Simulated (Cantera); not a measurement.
Dilute partial oxidation

An isothermal, constant-pressure homogeneous reactor starts with 2.42 % CH3OH, 0.717 % O2, 96.9 % N2, at 1575 K and 14.0 bar.

Computed with Cantera and GRI-Mech 3.0 (53 species, 325 reactions). GRI-Mech 3.0 was tuned for natural gas; its chemistry of methanol as a main component is partial and can be far from experiment. The pressure lies above the range GRI-Mech 3.0 was tuned for (to about 10 atm).

```json
[
 {"t (s)": "0.000300", "x CH3OH": "8.13e-9", "x O2": "2.74e-5", "x NO2": "4.19e-12", "x H2O": "0.0129", "x NO": "9.33e-8", "x C2H6": "2.83e-8", "x C2H4": "3.25e-7"},
 {"t (s)": "0.00123", "x CH3OH": "2.45e-9", "x O2": "1.07e-5", "x NO2": "1.84e-12", "x H2O": "0.0128", "x NO": "7.83e-8", "x C2H6": "6.51e-9", "x C2H4": "2.08e-7"},
 {"t (s)": "0.00506", "x CH3OH": "1.05e-9", "x O2": "2.28e-6", "x NO2": "<1e-12", "x H2O": "0.0128", "x NO": "5.74e-8", "x C2H6": "2.06e-9", "x C2H4": "1.55e-7"},
 {"t (s)": "0.0208", "x CH3OH": "7.93e-10", "x O2": "3.85e-8", "x NO2": "<1e-12", "x H2O": "0.0125", "x NO": "2.45e-8", "x C2H6": "1.43e-9", "x C2H4": "1.52e-7"},
 {"t (s)": "0.0855", "x CH3OH": "7.38e-10", "x O2": "<1e-12", "x NO2": "<1e-12", "x H2O": "0.0120", "x NO": "9.09e-10", "x C2H6": "1.39e-9", "x C2H4": "1.65e-7"},
 {"t (s)": "0.351", "x CH3OH": "6.86e-10", "x O2": "<1e-12", "x NO2": "<1e-12", "x H2O": "0.0115", "x NO": "6.06e-11", "x C2H6": "1.35e-9", "x C2H4": "2.06e-7"},
 {"t (s)": "1.44", "x CH3OH": "6.32e-10", "x O2": "<1e-12", "x NO2": "<1e-12", "x H2O": "0.0115", "x NO": "6.69e-11", "x C2H6": "1.23e-9", "x C2H4": "2.90e-7"},
 {"t (s)": "5.93", "x CH3OH": "4.95e-10", "x O2": "<1e-12", "x NO2": "<1e-12", "x H2O": "0.0115", "x NO": "8.64e-11", "x C2H6": "8.14e-10", "x C2H4": "2.47e-7"},
 {"t (s)": "24.3", "x CH3OH": "2.08e-10", "x O2": "<1e-12", "x NO2": "<1e-12", "x H2O": "0.0115", "x NO": "1.12e-10", "x C2H6": "1.47e-10", "x C2H4": "4.48e-8"},
 {"t (s)": "100", "x CH3OH": "8.93e-12", "x O2": "<1e-12", "x NO2": "<1e-12", "x H2O": "0.0114", "x NO": "1.19e-10", "x C2H6": "<1e-12", "x C2H4": "6.27e-11"}
]
```
x: mole fraction; the columns are a selection and need not sum to one.

Equilibrium at this temperature and pressure: CH3OH 1.42e-12, O2 <1e-12, NO2 <1e-12, H2O 0.0114, NO 1.78e-9, C2H6 <1e-12, C2H4 <1e-12 (gas phase only).
